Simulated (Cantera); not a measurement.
A closed system holds: 1 mol NH₃, a varied amount of O₂, 2.1 mol H₂, equilibrated at 1775 K and 1.33 mbar.

Method: chemical equilibrium by Gibbs-energy minimisation in Cantera with the NASA 1993 tables (ideal gas, pure condensed phases). Candidate condensed phases: H₂O; 24 gas species. Equilibrium is a limit: real reactors are often held back by kinetics, nucleation or transport.

### Question
At 0.47 mol O₂, list the 5 most abundant gas species with their mole fractions, and the condensed phases.

### Answer
H₂ 0.644, H₂O 0.228, N₂ 0.122, H 0.00636, OH 0.000141. Condensed: gas only.
